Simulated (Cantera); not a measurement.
Charge: 1 mol MgSO4, 0.069 mol H2O, a varied amount of H2, equilibrated at 602 °C and 0.240 bar.

Method: chemical equilibrium by Gibbs-energy minimisation in Cantera with the NASA 1993 tables (ideal gas, pure condensed phases). Candidate condensed phases: H2O, H2SO4, Mg, MgO, Mg(OH)2, MgS, MgSO4, S; 26 gas species. Rates play no part.

**Question.** At 0.83 mol H2, list the 3 most abundant gas species with their mole fractions, and the condensed phases.

**Answer.** H2O 0.520, SO2 0.480, H2 1.72e-5. Condensed: MgO(s) + MgSO4(s).
